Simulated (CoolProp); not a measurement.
Properties of propylene along the isobar 1.34 MPa (Tc = 364.2 K, pc = 4.555 MPa, ω = 0.146).

Values from CoolProp's reference Helmholtz-energy equation of state, Lemmon 2013.

| T (K) | phase | density (kg/m³) | cv (kJ/(kg K)) | speed of sound (m/s) | Prandtl number |
|---|---|---|---|---|---|
| 176.3 | liquid | 669.0 | 1.335 | 1511 | 4.74 |
| 191.7 | liquid | 651.5 | 1.335 | 1413 | 3.94 |
| 207 | liquid | 633.7 | 1.345 | 1315 | 3.40 |
| 222.4 | liquid | 615.3 | 1.363 | 1216 | 3.02 |
| 237.7 | liquid | 596.2 | 1.389 | 1117 | 2.74 |
| 253.1 | liquid | 576.1 | 1.422 | 1016 | 2.54 |
| 268.4 | liquid | 554.7 | 1.459 | 915.3 | 2.41 |
| 283.7 | liquid | 531.5 | 1.501 | 811.5 | 2.32 |
| 299.1 | liquid | 505.2 | 1.549 | 701.6 | 2.28 |
| 314.4 | gas | 26.61 | 1.510 | 226.8 | 0.908 |
| 329.8 | gas | 24.38 | 1.536 | 238.7 | 0.860 |
| 345.1 | gas | 22.64 | 1.572 | 249.0 | 0.830 |
| 360.5 | gas | 21.20 | 1.615 | 258.2 | 0.810 |
| 375.8 | gas | 19.99 | 1.662 | 266.6 | 0.795 |

Viscosity comes from a separate model (Huber 2003), an estimate that may be off by 10 % or more. Thermal conductivity comes from a separate model (Huber 2003), an estimate that may be off by 10 % or more.
